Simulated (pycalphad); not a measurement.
# Phase fractions of Si-10.24Mg (at.%)

CALPHAD calculation (pycalphad, COST 507 light-alloy database (1999)), 1 atm. No gas phase is included, though pure Mg would boil below 1352 °C. The data set is of 1999 and partly superseded. Amounts are mole fractions of atoms. Kinetics are ignored, which matters at the lower temperatures.

| T (°C) | liquid | diamond (Si) | MG2SI |
|---|---|---|---|
| 1352 | 1.000 | - | - |
| 1302 | 0.728 | 0.272 | - |
| 1252 | 0.502 | 0.498 | - |
| 1202 | 0.378 | 0.622 | - |
| 1152 | 0.312 | 0.688 | - |
| 1102 | 0.276 | 0.724 | - |
| 1052 | 0.253 | 0.747 | - |
| 1002 | 0.237 | 0.763 | - |
| 952 | 0.225 | 0.775 | - |
| 902 | - | 0.846 | 0.154 |
| 852 | - | 0.846 | 0.154 |
| 802 | - | 0.846 | 0.154 |
| 752 | - | 0.846 | 0.154 |
| 702 | - | 0.846 | 0.154 |
| 652 | - | 0.846 | 0.154 |
| 602 | - | 0.846 | 0.154 |
| 552 | - | 0.846 | 0.154 |
| 502 | - | 0.846 | 0.154 |
| 452 | - | 0.846 | 0.154 |
| 402 | - | 0.846 | 0.154 |
| 352 | - | 0.846 | 0.154 |
| 302 | - | 0.846 | 0.154 |
| 252 | - | 0.846 | 0.154 |
| 202 | - | 0.846 | 0.154 |
| 152 | - | 0.846 | 0.154 |
| 102 | - | 0.846 | 0.154 |

Database names, with the compositions (at.%) that they take in these runs: MG2SI: Mg 67 Si 33.
